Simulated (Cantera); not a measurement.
A Cantera script and what it prints.

```python
import numpy as np
import cantera as ct

gas_names = """
    C CN CO COS CO2 CS CS2 C2 CCN CNC C2N2 C2O C3 C3O2 C4 C4N2 C5 N NCO NO NO2 NO3 N2 N2O O O2 O3 S SN
    SO SO2 SO3 S2 S2O S8
""".split()
cond_names = """
    C(gr) S(cr1) S(cr2) S(L)
""".split()


# ... load() reads the species with a 1 bar reference pressure and builds the phases ...
atoms = {
    'CO2': {'C': 1, 'O': 2},
    'SO2': {'S': 1, 'O': 2},
    'N2': {'N': 2},
}
top_T = {'C(gr)': 4500}  # K; cautious upper limits of use, not melting points


# ... equilibrate(T, P, feed) seeds the gas with the atoms and calls Mixture.equilibrate('TP', solver="vcs", rtol=1e-11, max_steps=5000) ...
results = []
feed = {'CO2': 1, 'SO2': 0.51, 'N2': 0.88}  # mol
P = 10000  # Pa
for T in [1373, 1573, 1773, 1973, 2173, 2373, 2573, 2773, 2973, 3173, 3373, 3573]:
    mix = equilibrate(T, P, feed)
    results.append((T, P, feed, dict(zip(mix.species_names, mix.species_moles))))

top = {s: max(r[3][s] / sum(r[3][g] for g in gas_names) for r in results) for s in gas_names}
cols = sorted((s for s in top if top[s] > 0.0001), key=lambda s: -top[s])[:7]
seen = [c for c in cond_names if any(r[3].get(c, 0) > 1e-12 for r in results)]
print("log10 of partial pressures in bar; condensed amounts in mol")
print(f"{'T/K':>10s}" + "".join(f"{s[:9]:>10s}" for s in cols + seen))
for T, P, feed, n in results:
    ng = sum(n[g] for g in gas_names)
    print(f"{T:10.4g}" + "".join(f"{np.log10(max(n[s] / ng * P / 1e5, 1e-99)):10.3f}" for s in cols)
          + "".join(f"{n.get(c, 0):10.4g}" for c in seen))
```

Result:

```
log10 of partial pressures in bar; condensed amounts in mol
       T/K       CO2        N2         O        CO       SO2        O2        SO
      1373    -1.379    -1.434    -8.892    -4.911    -1.671    -5.363    -6.416
      1573    -1.380    -1.434    -7.169    -4.049    -1.671    -4.377    -5.449
      1773    -1.384    -1.435    -5.862    -3.359    -1.672    -3.670    -4.674
      1973    -1.398    -1.438    -4.827    -2.815    -1.676    -3.122    -4.051
      2173    -1.434    -1.445    -3.991    -2.388    -1.687    -2.696    -3.541
      2373    -1.507    -1.459    -3.313    -2.062    -1.710    -2.375    -3.114
      2573    -1.636    -1.482    -2.764    -1.828    -1.755    -2.155    -2.754
      2773    -1.829    -1.513    -2.328    -1.681    -1.838    -2.032    -2.457
      2973    -2.085    -1.551    -1.988    -1.606    -1.986    -2.004    -2.237
      3173    -2.396    -1.594    -1.735    -1.583    -2.237    -2.066    -2.122
      3373    -2.746    -1.637    -1.562    -1.591    -2.624    -2.220    -2.137
      3573    -3.115    -1.670    -1.456    -1.609    -3.149    -2.455    -2.282
```

Cantera equilibrium calculation (NASA polynomials, part measured and part estimated; ideal gas, pure solids and liquids).
